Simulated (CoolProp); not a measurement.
A single-stage vapour-compression cycle with the fluid: evaporating at 223.15 K (dew point), condensing at 291.15 K (bubble point), superheat 2 K, subcooling 0 K, compressor efficiency 0.8, no pressure losses. The same conditions are run with several fluids, on thermodynamics alone (safety and materials aside).

Model: reference Helmholtz-energy equation of state of each fluid (R22: Kamei 1995; R407C: Lemmon 2003; propane: Lemmon 2009; CH3F (R41): Lemmon 2006; dimethyl ether: Wu 2011; R410A: Lemmon 2003), in CoolProp. Blends and air are pseudo-pure fits.

```json
[
 {"fluid": "R22", "cooling COP": "1.96", "pressure ratio": "13.3", "discharge temperature (K)": "363.5", "refrigerating effect (kJ/kg)": "163", "volumetric capacity (kJ/m³)": "498"},
 {"fluid": "R407C", "cooling COP": "?", "pressure ratio": "?", "discharge temperature (K)": "352.4", "refrigerating effect (kJ/kg)": "?", "volumetric capacity (kJ/m³)": "?"},
 {"fluid": "propane", "cooling COP": "1.92", "pressure ratio": "11.2", "discharge temperature (K)": "326.3", "refrigerating effect (kJ/kg)": "273", "volumetric capacity (kJ/m³)": "467"},
 {"fluid": "CH3F (R41)", "cooling COP": "1.69", "pressure ratio": "8.33", "discharge temperature (K)": "388.5", "refrigerating effect (kJ/kg)": "281", "volumetric capacity (kJ/m³)": "2190"},
 {"fluid": "dimethyl ether", "cooling COP": "2.03", "pressure ratio": "?", "discharge temperature (K)": "350.8", "refrigerating effect (kJ/kg)": "341", "volumetric capacity (kJ/m³)": "249"},
 {"fluid": "R410A", "cooling COP": "1.86", "pressure ratio": "?", "discharge temperature (K)": "354.7", "refrigerating effect (kJ/kg)": "173", "volumetric capacity (kJ/m³)": "764"}
]
```

Task: Some entries are withheld; supply them.

Result: 
- R407C, cooling COP: 1.68
- R407C, pressure ratio: 19.5
- R407C, refrigerating effect (kJ/kg): 157
- R407C, volumetric capacity (kJ/m³): 372
- dimethyl ether, pressure ratio: 16.4
- R410A, pressure ratio: 12.6
